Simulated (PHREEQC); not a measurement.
A solution holds 10 mmol/kgw NH4Cl, 0.36 mmol/kgw Na2B4O7 and 60 mmol/kgw LiCl, at 90 °C. Closed to the air; pH follows from the charge balance.

The numbers come from PHREEQC with the ion-association model, wateq4f.dat.

```
Property                  Result
----------------  --------------
pH                          6.61
ionic strength    0.0700 mol/kgw
total alkalinity    0.720 meq/kg
```

```tsv
species	molality	activity	log γ
Cl-	0.0700	0.0535	-0.117
Li+	0.0600	0.0476	-0.101
NH4+	0.00929	0.00721	-0.110
H3BO3	0.00143	0.00145	0.007
Na+	0.000720	0.000561	-0.109
NH3	0.000706	0.000706	0.000
H2BO3-	1.21e-5	9.06e-6	-0.126
OH-	1.99e-6	1.52e-6	-0.118
H+	2.97e-7	2.44e-7	-0.086
```

No solid was allowed to form. Complexes and solids missing from the database can't appear. Away from 25 °C the constants follow the database's enthalpies or fits; those with neither stay at their 25 °C values.
